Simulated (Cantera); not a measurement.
Feed: 1 mol PbO, 1.1 mol C, 0.74 mol CO, 3.6 mol CH₄, at 41.3 Torr.

Equilibrium computed with Cantera from the NASA thermochemical tables; the gas is ideal and each condensed phase is pure. Candidate condensed phases: C, C₆H₆, C₇H₈, C₈H₁₈, H₂O, Pb, PbO, PbO₂, Pb₃O₄; 113 gas species. Kinetics and transport are ignored. All values below are at 1175 K.

Base state: H₂ 0.798, CO 0.193, Pb 0.00792, CH₄ 0.000671, H₂O 0.000294, CO₂ 5.54e-5 (mole fractions); condensed: C(graphite) + Pb(l).

### Question
What changes in the equilibrium state with this change: pressure from 41.3 Torr to 2850 Torr?

### Answer
| species | before | after |
|---|---|---|
| H₂ | 0.798 | 0.755 |
| CO | 0.193 | 0.182 |
| CH₄ | 0.000671 | 0.0415 |
| H₂O | 0.000294 | 0.0181 |
| Pb | 0.00792 | 0.000115 |
| CO₂ | 5.54e-5 | 0.00341 |
| C(graphite), mol | 3.70 | 3.53 |
| Pb(l), mol | 0.929 | 0.999 |
